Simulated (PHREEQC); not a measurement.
# Leach liquor (model solution)

Make-up at 25 °C: 97 mmol/kgw HCl and 3.4 mmol/kgw MnSO4. Closed to the air; pH follows from the charge balance.

Computed with PHREEQC (ion-association model, phreeqc.dat).

Precipitation was switched off in this run.

Problem. What pH does the model give?

Solution. pH 1.11.

Problem. In which forms is S present?

Solution. HSO4- 77 %, SO4-2 22 %, MnSO4 1.6 % of the S.
